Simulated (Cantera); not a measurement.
An isothermal, constant-pressure homogeneous reactor starts with H2 : O2 : N2 = 0.31 : 1 : 1.2 (molar parts), at 1423 K and 9.75 Torr. Integrator tolerance rtol = 1e-08.

Detailed kinetics in Cantera: the H2/O2 subset of GRI-Mech 3.0, which has no nitrogen chemistry. Radical loss at walls, strong at low pressure, is not modelled. The temperature is held fixed by assumption; the heat of reaction is taken as removed at once.

Problem. What does this change do: pressure from 9.75 Torr to 1.43 Torr?

Solution. 
```
quantity                                             before                                      after
----------------  -----------------------------------------  -----------------------------------------
x(H2) at 100 s      1.24e-6 (gas-phase equilibrium 1.24e-6)    1.04e-5 (gas-phase equilibrium 3.24e-6)
x(O2) at 100 s          0.359 (gas-phase equilibrium 0.359)        0.359 (gas-phase equilibrium 0.359)
x(O) at 100 s       7.12e-6 (gas-phase equilibrium 7.12e-6)    5.98e-5 (gas-phase equilibrium 1.86e-5)
x(OH) at 100 s    0.000150 (gas-phase equilibrium 0.000150)  0.000436 (gas-phase equilibrium 0.000243)
x(H2O2) at 100 s    1.17e-9 (gas-phase equilibrium 1.17e-9)  7.25e-10 (gas-phase equilibrium 4.46e-10)
```
